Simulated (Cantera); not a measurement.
What does this Cantera script print?

```python
import numpy as np
import cantera as ct

gas_names = """
    H HNO HNO2 HNO3 HO2 H2 H2O H2O2 N NH NH2 NH3 NH2OH NO NO2 NO3 N2 N2H2 N2H4 N2O O OH O2 O3 Si SiH
    SiH2 SiH3 SiH4 SiN SiO SiO2 Si2 Si2N Si3
""".split()
cond_names = """
    H2O(s) H2O(L) Si(cr) Si(L) SiO2(Lqz) SiO2(hqz) SiO2(L) Si2N2O(s) Si3N4(a)
""".split()


# ... load() reads the species with a 1 bar reference pressure and builds the phases ...
atoms = {
    'Si3N4': {'Si': 3, 'N': 4},
    'O2': {'O': 2},
    'H2': {'H': 2},
}
top_T = {'Si2N2O(s)': 2100, 'Si3N4(a)': 2400}  # K; cautious upper limits of use, not melting points


# ... equilibrate(T, P, feed) seeds the gas with the atoms and calls Mixture.equilibrate('TP', solver="vcs", rtol=1e-11, max_steps=5000) ...
results = []
feed = {'Si3N4': 1, 'O2': 0.53, 'H2': 39}  # mol
P = 10000  # Pa
for T in [1450, 1500, 1550, 1600, 1650, 1700, 1750, 1800, 1850, 1900, 1950]:
    mix = equilibrate(T, P, feed)
    results.append((T, P, feed, dict(zip(mix.species_names, mix.species_moles))))

top = {s: max(r[3][s] / sum(r[3][g] for g in gas_names) for r in results) for s in gas_names}
cols = sorted((s for s in top if top[s] > 0.001), key=lambda s: -top[s])[:5]
seen = [c for c in cond_names if any(r[3].get(c, 0) > 1e-12 for r in results)]
print("log10 of partial pressures in bar; condensed amounts in mol")
print(f"{'T/K':>10s}" + "".join(f"{s[:9]:>10s}" for s in cols + seen))
for T, P, feed, n in results:
    ng = sum(n[g] for g in gas_names)
    print(f"{T:10.4g}" + "".join(f"{np.log10(max(n[s] / ng * P / 1e5, 1e-99)):10.3f}" for s in cols)
          + "".join(f"{n.get(c, 0):10.4g}" for c in seen))
```

Output:

```
log10 of partial pressures in bar; condensed amounts in mol
       T/K        H2        N2       SiO         H     Si(L) Si2N2O(s)  Si3N4(a)
      1450    -1.004    -3.047    -7.182    -5.526         0      1.06    0.2933
      1500    -1.004    -3.047    -6.489    -5.256         0      1.06    0.2934
      1550    -1.004    -3.047    -5.840    -5.004         0     1.059    0.2935
      1600    -1.004    -3.046    -5.234    -4.767         0     1.058    0.2941
      1650    -1.004    -3.043    -4.666    -4.544         0     1.052     0.296
      1700    -1.007    -2.807    -4.211    -4.335    0.3847     1.036    0.1729
      1750    -1.013    -2.592    -3.665    -4.140    0.9651    0.9731         0
      1800    -1.019    -2.494    -3.046    -3.955     1.243    0.6938         0
      1850    -1.034    -2.323    -2.599    -3.785     1.935         0         0
      1900    -1.034    -2.323    -2.599    -3.617     1.931         0         0
      1950    -1.035    -2.324    -2.599    -3.458     1.924         0         0
```

These are equilibrium values from Cantera (NASA tables, ideal gas, pure condensed phases), not measurements of a reactor. Mutual solubility and eutectic melting of coexisting phases are not modelled. Gases not in the tables: Si2H6 and higher silanes.
